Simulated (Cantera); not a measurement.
**Equilibrium for carbon deposition, reforming and gasification: C₂H₂ + H₂O + N₂**

Input: 1 mol C₂H₂, 0.81 mol H₂O, 1.4 mol N₂, held at 950 °C and 6.90 bar.

Equilibrium computed with Cantera from the NASA thermochemical tables; the gas is ideal and each condensed phase is pure. Candidate condensed phases: C, C₆H₆, C₇H₈, C₈H₁₈, H₂O; 136 gas species. Kinetics and transport are ignored.

```
Item               Result
--------------  ---------
x(H₂)               0.420
x(N₂)               0.359
x(CO)               0.190
x(CH₄)             0.0162
x(H₂O)             0.0111
x(CO₂)            0.00342
x(NH₃)           0.000194
x(HCN)            3.72e-5
x(C₂H₄)           1.63e-6
n(C(graphite))   1.18 mol
gas amount      3.899 mol
```
